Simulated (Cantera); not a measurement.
# Stirred combustor or abatement burner

A perfectly stirred reactor is fed with 19.0 % H2, 17.0 % O2, 64.0 % N2, equivalence ratio 0.56, at 54000 Pa; it is adiabatic with a 398 K inlet, and is followed from long to short residence time, starting on the burning branch (τ in s: 0.22, 0.11, 0.053, 0.027, 0.013, 0.0066, 0.0033, 0.0016, 0.00082, 0.00041, 0.0002, 0.0001, 5e-05).

Detailed kinetics in Cantera: GRI-Mech 3.0 (53 species, 325 reactions).

| τ (s) | T (K) | x H2 | x O2 | x O | x H2O2 | x N2O | x NO2 |
|---|---|---|---|---|---|---|---|
| 0.22 | 1838 | 0.000294 | 0.0821 | 0.000240 | 7.96e-8 | 2.53e-7 | 3.78e-8 |
| 0.11 | 1834 | 0.000450 | 0.0820 | 0.000365 | 1.01e-7 | 2.98e-7 | 2.78e-8 |
| 0.053 | 1827 | 0.000718 | 0.0818 | 0.000583 | 1.33e-7 | 3.23e-7 | 1.97e-8 |
| 0.027 | 1818 | 0.00111 | 0.0816 | 0.000902 | 1.73e-7 | 3.16e-7 | 1.38e-8 |
| 0.013 | 1804 | 0.00177 | 0.0815 | 0.00144 | 2.32e-7 | 2.83e-7 | 9.24e-9 |
| 0.0066 | 1783 | 0.00269 | 0.0813 | 0.00219 | 3.07e-7 | 2.44e-7 | 6.55e-9 |
| 0.0033 | 1753 | 0.00404 | 0.0813 | 0.00329 | 4.17e-7 | 2.03e-7 | 5.00e-9 |
| 0.0016 | 1708 | 0.00599 | 0.0814 | 0.00486 | 5.98e-7 | 1.65e-7 | 4.15e-9 |
| 0.00082 | 1651 | 0.00834 | 0.0820 | 0.00663 | 8.82e-7 | 1.35e-7 | 3.63e-9 |
| 0.00041 | 1573 | 0.0114 | 0.0832 | 0.00860 | 1.41e-6 | 1.09e-7 | 3.02e-9 |
| 0.00020 | 1472 | 0.0159 | 0.0857 | 0.0102 | 2.42e-6 | 8.50e-8 | 2.19e-9 |
| 0.00010 | 1352 | 0.0246 | 0.0913 | 0.0102 | 4.00e-6 | 5.91e-8 | 1.22e-9 |
| 5.0e-5 | 398 | 0.190 | 0.170 | <1e-12 | <1e-12 | <1e-12 | <1e-12 |
x: mole fraction; the columns are a selection and need not sum to one.
